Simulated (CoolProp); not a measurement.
Saturation properties of C2F6 (R116) (Tc = 19.9 °C, pc = 3.048 MPa, ω = 0.257).

Values from CoolProp's reference Helmholtz-energy equation of state, Lemmon 2006. It is a short technical equation, of lower accuracy than the large ones.

```csv
T (°C),p (MPa),enthalpy of vaporisation (kJ/kg),liquid cp (kJ/(kg K)),surface tension (mN/m),liquid viscosity (µPa s)
-92.25,0.04415,122.8,0.9090,13.0,559
-90.15,0.05042,122.0,0.9136,12.7,535
-88.15,0.05702,121.2,0.9180,12.4,514
-86.05,0.06468,120.3,0.9228,12.1,493
-84.05,0.07270,119.5,0.9274,11.9,474
-81.95,0.08195,118.6,0.9324,11.6,455
-79.95,0.09159,117.8,0.9372,11.3,438
-77.85,0.1026,116.9,0.9424,11.0,421
-75.85,0.1141,116.0,0.9475,10.7,406
-73.75,0.1272,115.1,0.9529,10.5,391
-71.75,0.1407,114.2,0.9582,10.2,377
-69.65,0.1561,113.2,0.9639,9.91,363
-67.65,0.1719,112.3,0.9695,9.64,351
-65.55,0.1898,111.3,0.9755,9.36,338
```

It boils at -78.1 °C under 1 atm.

Viscosity comes from a separate model (Huber 2003), an estimate that may be off by 10 % or more. Surface tension comes from a separate correlation (Mulero 2012).
